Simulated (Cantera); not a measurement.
Gas mixture: C₂H₂ : C₂H₆ = 0.2 : 0.33 (molar parts), at 5.53 atm, frozen composition.

Cantera's kinetic-theory transport with the Lennard-Jones parameters of GRI-Mech 3.0, ideal gas; thermal conductivity in the multicomponent form.

One state of this run: ρ (kg/m³) = 2.75; cp (J/kg/K) = 2975; μ (µPa s) = 20.2; λ (mW/m/K) = 79.8; Pr = 0.754; D (cm²/s) NO = 0.123; D (cm²/s) CO₂ = 0.0980; D (cm²/s) C₂H₂ = 0.0998. D: mixture-averaged diffusion coefficient of that species in the mixture.

Which value of T (K) does it belong to?
(A) 400
(B) 900
(C) 700
(D) 500

C, 700
